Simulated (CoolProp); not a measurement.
A simple Rankine cycle with R227EA: condensing at 317.15 K, boiler at 2.06 MPa, turbine inlet 474 K, turbine efficiency 0.65, pump efficiency 0.8, no recuperator. Each further row changes one setting.

Model: reference Helmholtz-energy equation of state, Lemmon 2016, in CoolProp.

```
case                             thermal efficiency (%)  net work (kJ/kg)  heat in (kJ/kg)  turbine exit temperature (K)  volume ratio over the turbine
-------------------------------  ----------------------  ----------------  ---------------  ----------------------------  -----------------------------
as stated                                           4.8              11.9              248                         455.4                     (withheld)
condensing temperature 309.15 K              (withheld)              14.8              257                    (withheld)                           3.35
boiler pressure 1.44 MPa                            3.1              7.88              251                         462.8                     (withheld)
turbine efficiency 0.55                             4.0              9.90              248                         457.3                           2.70
```

Problem. Some entries are withheld; supply them.

Solution. 
- as stated, volume ratio over the turbine: 2.69
- condensing temperature 309.15 K, thermal efficiency (%): 5.7
- condensing temperature 309.15 K, turbine exit temperature (K): 451.7
- boiler pressure 1.44 MPa, volume ratio over the turbine: 1.85
